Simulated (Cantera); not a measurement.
Feed: 1 mol Cu₂O, 1.6 mol CO, 4.4 mol H₂, held at 0.140 bar.

Cantera equilibrium calculation (NASA polynomials, part measured and part estimated; ideal gas, pure solids and liquids). Candidate condensed phases: C, C₆H₆, C₇H₈, C₈H₁₈, Cu, CuO, Cu(OH)₂, Cu₂O, H₂O; 113 gas species. The numbers say what is thermodynamically allowed, not how fast it happens.

log p: log10 of the partial pressure in bar; n: condensed amount in mol.

```
T (K)  log p H₂  log p CO  log p H₂O  log p CO₂  log p Cu  n Cu(s)  n Cu(l)
-----  --------  --------  ---------  ---------  --------  -------  -------
1223      -1.07     -1.49      -1.73      -2.31         ?     2.00        0
1273      -1.08     -1.48      -1.72      -2.35         ?     2.00        0
1323      -1.08     -1.48      -1.72      -2.38         ?     2.00        0
1373      -1.08     -1.47      -1.71      -2.42         ?        0     2.00
1423      -1.08     -1.47      -1.70      -2.45         ?        0     2.00
1473      -1.08     -1.47      -1.70      -2.48         ?        0     2.00
1523      -1.08     -1.47      -1.69      -2.51         ?        0     2.00
1573      -1.08     -1.46      -1.69      -2.53         ?        0     2.00
1623      -1.09     -1.46      -1.69      -2.55         ?        0     2.00
1673      -1.09     -1.46      -1.68      -2.58         ?        0     2.00
1723      -1.09     -1.46      -1.68      -2.60         ?        0     1.99
1773      -1.09     -1.46      -1.68      -2.62         ?        0     1.98
```

Q: Complete the blanks.

A: 
- 1223, log p Cu: -7.64
- 1273, log p Cu: -7.08
- 1323, log p Cu: -6.57
- 1373, log p Cu: -6.10
- 1423, log p Cu: -5.68
- 1473, log p Cu: -5.29
- 1523, log p Cu: -4.92
- 1573, log p Cu: -4.58
- 1623, log p Cu: -4.26
- 1673, log p Cu: -3.95
- 1723, log p Cu: -3.67
- 1773, log p Cu: -3.40
